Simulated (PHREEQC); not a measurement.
1 kg of water holding 0.58 mol MgCl2, 0.47 mol KCl and 0.0069 mol CaCl2 is evaporated at 25 °C; the solids stay in contact with the brine. The system is closed to CO2. Only these solids could form: Bischofite, Brucite, Carnallite, Portlandite, Sylvite, MgCl2_4H2O.

All values are PHREEQC results (Pitzer model, pitzer.dat), not measurements.

```tsv
water left (kg)	ionic strength	water activity	Carnallite (mol)	Sylvite (mol)
1	2.23	0.953	0	0
0.8219	2.71	0.941	0	0
0.6755	[?]	0.926	0	0
0.5552	[?]	0.905	0	0
0.4563	4.89	0.878	0	0
0.375	[?]	[?]	0	0
0.3082	7.24	0.794	0	0
0.2533	8.67	[?]	0	0.0338
0.2082	[?]	0.691	0	0.204
0.1711	11.2	0.624	0	0.321
0.1407	13.1	0.531	0	0.394
0.09701	13.3	0.518	0.172	0.249
0.05886	13.4	[?]	0.335	0.105
0.02839	13.8	0.497	0.460	0
```

Problem. What belongs in the gaps?

Solution. 
- 0.6755, ionic strength: 3.30
- 0.5552, ionic strength: 4.02
- 0.375, ionic strength: 5.95
- 0.375, water activity: 0.842
- 0.2533, water activity: 0.737
- 0.2082, ionic strength: 9.74
- 0.05886, water activity: 0.517
